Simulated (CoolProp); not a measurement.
Vapour pressure (MPa) of R143a: the reference equation beside estimates from Tc = 72.7 °C, pc = 3.762 MPa, ω = 0.261.

Values from CoolProp's reference Helmholtz-energy equation of state, Lemmon and Jacobsen 2000.

```csv
T (°C),reference,van der Waals,Redlich-Kwong,Soave-Redlich-Kwong,Peng-Robinson
-86.65,0.009799,0.1714,0.02283,0.009331,0.009817
-82.85,0.01290,0.1945,?,0.01234,0.01290
-79.15,0.01666,0.2191,?,0.01600,0.01664
-75.35,0.02140,0.2464,0.04571,0.02064,0.02136
-71.65,0.02704,0.2752,0.05618,0.02618,?
-67.85,0.03402,0.3071,0.06876,0.03306,0.03389
-64.15,0.04216,0.3405,?,0.04111,0.04198
-60.35,0.05207,0.3773,0.09983,0.05095,?
-56.65,0.06343,0.4156,0.1186,0.06227,0.06312
-52.85,0.07706,0.4576,?,0.07589,0.07668
-49.05,0.09292,0.5024,?,0.09178,0.09246
-45.35,0.1107,0.5487,0.1925,0.1097,0.1102
-41.55,0.1317,0.5991,0.2237,0.1308,0.1311
-37.85,0.1550,0.6510,0.2574,0.1543,0.1543
-34.05,0.1821,0.7074,0.2958,0.1817,0.1814
```

Question: Some entries are withheld; supply them.

Answer: 
- -82.85, Redlich-Kwong: 0.02917
- -79.15, Redlich-Kwong: 0.03661
- -71.65, Peng-Robinson: 0.02695
- -64.15, Redlich-Kwong: 0.08299
- -60.35, Peng-Robinson: 0.05183
- -52.85, Redlich-Kwong: 0.1405
- -49.05, Redlich-Kwong: 0.1653

Absolute difference from the reference over all 15 rows, mean and median: van der Waals 748.3 and 624.6 %, Redlich-Kwong 94.0 and 91.7 %, Soave-Redlich-Kwong 2.3 and 2.2 %, Peng-Robinson 0.4 and 0.4 %.
